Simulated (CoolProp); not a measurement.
Vapour-liquid equilibrium of R134a (1) + methanol (2) at 0.00733 MPa; x and y are mole fractions of (1).

Values from CoolProp's multi-fluid Helmholtz-energy mixture model, Tillner-Roth 1994 and de Reuck 1993; pair parameters Bell 2016.

| x | bubble temperature (°C) | y at the bubble point | dew temperature at overall composition x (°C) | liquid density (mol/L) |
|---|---|---|---|---|
| 0.05 | -50.4 | 0.990 | 8.9 | 25.87 |
| 0.15 | -62.2 | 0.997 | 7.0 | 24.52 |
| 0.25 | -64.8 | 0.998 | 4.9 | 23.04 |
| 0.35 | -65.7 | 0.998 | 2.6 | 21.63 |
| 0.45 | -66.2 | 0.998 | 0.0 | 20.32 |
| 0.55 | -66.7 | 0.998 | -3.2 | 19.12 |
| 0.65 | -67.4 | 0.999 | -7.0 | 18.01 |
| 0.75 | -68.2 | 0.999 | -11.9 | 16.99 |
| 0.85 | -69.3 | 0.999 | -19.0 | 16.04 |
| 0.95 | -70.5 | 1.000 | -32.9 | 15.17 |

No azeotrope shows between x = 0.05 and 0.95.

Pair parameters are fitted to limited data, so mixtures are less certain than the pure fluids. With so large a gap from Raoult's law the liquid may split in two, which this calculation doesn't test in full.
